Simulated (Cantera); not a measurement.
Cantera with NASA thermochemical tables; ideal gases at 1 bar, condensed phases pure. Values are per mole of reaction as written; species without (g) are pure solids or liquids, kept so even where they would boil at 1 bar.

S + Pb = PbS(g)

```json
[
 {"T (K)": "498", "ΔH° (kJ)": "___", "ΔS° (J/K)": "___", "ΔG° (kJ)": "___", "log10 K": "___", "condensed phases": "S(l), Pb(s)"},
 {"T (K)": "548", "ΔH° (kJ)": "123.3", "ΔS° (J/K)": "134.4", "ΔG° (kJ)": "49.7", "log10 K": "-4.74", "condensed phases": "S(l), Pb(s)"},
 {"T (K)": "598", "ΔH° (kJ)": "___", "ΔS° (J/K)": "___", "ΔG° (kJ)": "___", "log10 K": "___", "condensed phases": "S(l), Pb(s)"},
 {"T (K)": "648", "ΔH° (kJ)": "115.6", "ΔS° (J/K)": "121.5", "ΔG° (kJ)": "36.9", "log10 K": "-2.97", "condensed phases": "S(l), Pb(l)"},
 {"T (K)": "698", "ΔH° (kJ)": "___", "ΔS° (J/K)": "___", "ΔG° (kJ)": "___", "log10 K": "___", "condensed phases": "S(l), Pb(l)"}
]
```

Q: Fill in the missing entries.

A: 
- 498, ΔH° (kJ): 125.0
- 498, ΔS° (J/K): 137.5
- 498, ΔG° (kJ): 56.5
- 498, log10 K: -5.93
- 598, ΔH° (kJ): 121.8
- 598, ΔS° (J/K): 131.8
- 598, ΔG° (kJ): 43.1
- 598, log10 K: -3.76
- 698, ΔH° (kJ): 114.4
- 698, ΔS° (J/K): 119.6
- 698, ΔG° (kJ): 30.9
- 698, log10 K: -2.31
